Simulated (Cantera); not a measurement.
Mixture: CH₄ : O₂ : N₂ = 1 : 4.88 : 21.5 (molar parts), equivalence ratio 0.41, at 300000 Pa, adiabatic and at constant pressure. Ignition delay is the time to a rise of 400 K.

Model: GRI-Mech 3.0 (53 species, 325 reactions), integrated in Cantera.

### Question
What does this change do: 0.23 parts H2 added?

### Answer
| quantity | before | after |
|---|---|---|
| delay at 1075 K | 74.5 ms | 8.23 ms |
| delay at 1275 K | 4.72 ms | 1.08 ms |
| delay at 1475 K | 0.526 ms | 0.211 ms |
| delay at 1675 K | 0.101 ms | 58.1 µs |
| apparent activation energy between 1575 and 1775 K | 160 kJ/mol | 130 kJ/mol |
